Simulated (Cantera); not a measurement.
Premixed flame

A freely propagating, adiabatic, planar premixed flame of 36.6 % H₂, 13.1 % O₂, 49.1 % N₂, 1.24 % H₂O, unburnt at 400 K and 0.898 atm; mixture-averaged transport, grid criteria slope 0.08 and curve 0.16, no radiation.

Cantera simulation using the H2/O2 subset of GRI-Mech 3.0, which has no nitrogen chemistry; the numbers are that mechanism's predictions, not measurements. Burning velocities carry a grid error of a few per cent, more on coarse grids.

```tsv
z (mm)	T (K)	u (m/s)	x H₂	x O₂	x H	x OH	x H₂O	x H₂O₂
-1.27	400	4.50	0.366	0.131	<1e-8	<1e-8	0.0124	<1e-8
-0.844	400	4.50	0.366	0.131	<1e-8	<1e-8	0.0124	<1e-8
-0.633	400	4.50	0.366	0.131	<1e-8	<1e-8	0.0124	<1e-8
-0.422	400	4.50	0.366	0.131	<1e-8	<1e-8	0.0125	<1e-8
-0.211	412	4.60	0.362	0.131	8.34e-6	1.05e-5	0.0127	4.22e-6
-0.106	671	7.29	0.328	0.126	0.00427	0.00106	0.0320	6.60e-5
0	1137	11.9	0.234	0.0933	0.0345	0.00224	0.110	6.77e-6
0.106	1458	15.1	0.137	0.0363	0.0673	0.00619	0.216	2.49e-6
0.211	1610	16.6	0.105	0.0133	0.0735	0.00858	0.259	1.62e-6
0.422	1753	17.9	0.101	0.00644	0.0639	0.0102	0.274	9.17e-7
0.844	1895	19.2	0.106	0.00446	0.0495	0.0107	0.281	4.77e-7
1.69	2030	20.3	0.109	0.00279	0.0359	0.0100	0.290	2.50e-7
3.38	2144	21.3	0.111	0.00150	0.0245	0.00833	0.298	1.37e-7
```
x: mole fraction of selected species; z is measured from the peak of heat release.

- laminar burning velocity = 450 cm/s
- thermal thickness = 0.422 mm
- peak x(H) = 0.0735
- peak x(OH) = 0.0107
- peak x(H₂O₂) = 6.76e-5
- grid points = 119
